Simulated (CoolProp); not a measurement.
A Linde-Hampson liquefier for methane: isothermal reversible compression at 280 K from 1 atm to 40 MPa, throttling to 1 atm, return gas leaving the recuperator 5 K below the feed. Each further row changes one setting.

The numbers come from the reference Helmholtz-energy equation of state, Setzmann 1991 in CoolProp.

```
case                        liquid yield per pass  compression work (kJ/kg of gas)
--------------------------  ---------------------  -------------------------------
as stated                                     ___                              803
high pressure 80 MPa                        0.245                              ___
warm-end temperature 310 K                    ___                              ___
warm-end gap 10 K                             ___                              803
```

Q: Some entries are withheld; supply them.

A: 
- as stated, liquid yield per pass: 0.278
- high pressure 80 MPa, compression work (kJ/kg of gas): 934
- warm-end temperature 310 K, liquid yield per pass: 0.222
- warm-end temperature 310 K, compression work (kJ/kg of gas): 914
- warm-end gap 10 K, liquid yield per pass: 0.269
